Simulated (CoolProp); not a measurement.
Properties of cyclopentane at several states.

The numbers come from the reference Helmholtz-energy equation of state, Gedanitz 2015 in CoolProp.

```csv
T (°C),p (MPa),phase,density (kg/m³),isothermal compressibility (1/MPa)
27.35,0.235,liquid,…,0.001357
219.35,0.0724,gas,1.248,13.90
-10.75,0.0128,liquid,…,0.0009622
219.85,4.72,liquid,…,…
-37.05,4.57,liquid,801.7,0.0007442
245.45,0.116,gas,1.903,8.696
```

### Question
Fill in the missing entries.

### Answer

- 27.35, density (kg/m³): 738.3
- -10.75, density (kg/m³): 774.7
- 219.85, density (kg/m³): 477.1
- 219.85, isothermal compressibility (1/MPa): 0.03421
